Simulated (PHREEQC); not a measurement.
Dissolve 135 mmol/kgw NaCl, 0.61 mmol/kgw KCl and 0.61 mmol/kgw MgCl2 at 5 °C. Closed to the air; pH follows from the charge balance.

The numbers come from PHREEQC with the ion-association model, wateq4f.dat.

| Property | Value |
|---|---|
| ionic strength | 0.137 mol/kgw |

```csv
species,molality,activity,log γ
Cl-,0.137,0.102,-0.127
Na+,0.135,0.104,-0.113
K+,0.000610,0.000456,-0.127
Mg+2,0.000610,0.000236,-0.413
H+,5.68e-8,4.64e-8,-0.088
OH-,5.35e-8,3.97e-8,-0.129
MgOH+,3.35e-9,2.65e-9,-0.103
```

Precipitation was switched off in this run. Complexes and solids missing from the database can't appear. Away from 25 °C the constants follow the database's enthalpies or fits; those with neither stay at their 25 °C values.
